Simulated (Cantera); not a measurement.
Charge: 1 mol borazine, 2.8 mol NH₃, 12 mol H₂O, equilibrated at 2.33 Torr.

Equilibrium computed with Cantera from the NASA thermochemical tables; the gas is ideal and each condensed phase is pure. Candidate condensed phases: B, BN, B₂O₃, B₃O₃H₃, H₂O; 39 gas species. The feed counts by its element totals alone. Gases not in the tables: H₃BO₃. The numbers say what is thermodynamically allowed, not how fast it happens.

log p: log10 of the partial pressure in bar; n: condensed amount in mol.

```csv
T (°C),log p H₂,log p H₂O,log p N₂,log p HBO₂,log p H,log p B₂O₃,n B₂O₃(l)
877,-2.79,-2.98,-3.39,-4.89,___,-8.78,1.45
927,-2.79,-2.99,-3.39,-4.57,___,-8.04,1.40
977,-2.79,-2.99,-3.39,-4.28,___,-7.36,1.31
1027,-2.79,-3.01,-3.40,-4.01,___,-6.73,1.15
1077,-2.80,-3.03,-3.40,-3.77,___,-6.15,0.877
1127,-2.80,-3.06,-3.41,-3.56,___,-5.62,0.453
1177,-2.81,-3.10,-3.42,-3.42,___,-5.23,0
1227,-2.81,-3.10,-3.42,-3.42,___,-5.17,0
1277,-2.81,-3.10,-3.42,-3.42,___,-5.12,0
1327,-2.81,-3.10,-3.42,-3.42,___,-5.07,0
1377,-2.81,-3.10,-3.42,-3.43,___,-5.03,0
1427,-2.81,-3.10,-3.42,-3.43,___,-4.98,0
1477,-2.82,-3.10,-3.42,-3.43,___,-4.95,0
1527,-2.82,-3.10,-3.42,-3.44,___,-4.91,0
```

Q: Complete the blanks.

A: 
- 877, log p H: -8.52
- 927, log p H: -8.10
- 977, log p H: -7.71
- 1027, log p H: -7.35
- 1077, log p H: -7.02
- 1127, log p H: -6.72
- 1177, log p H: -6.43
- 1227, log p H: -6.16
- 1277, log p H: -5.91
- 1327, log p H: -5.67
- 1377, log p H: -5.45
- 1427, log p H: -5.24
- 1477, log p H: -5.04
- 1527, log p H: -4.85
